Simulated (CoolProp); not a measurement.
Vapour-liquid equilibrium of R114 (1) + benzene (2) at 0.382 MPa; x and y are mole fractions of (1).

Computed with CoolProp (multi-fluid Helmholtz-energy mixture model, Platzer 1990 and Thol 2012; pair parameters Bell 2016). This equation is an older, rougher fit; its heat capacities, sound speeds and derivatives of the liquid may be far off and weren't checked against measurements.

Q: Give the bubble temperature and the first vapour's composition at x = 0.15, 0.25, 0.55. Is there an azeotrope?

A: x = 0.15: 84.8 °C, y = 0.712; x = 0.25: 72.4 °C, y = 0.815; x = 0.55: 57.4 °C, y = 0.911. No azeotrope shows between x = 0.05 and 0.95.

The pair parameters rest on a limited set of measurements; away from them the model extrapolates. With so large a gap from Raoult's law the liquid may split in two, which this calculation doesn't test in full.
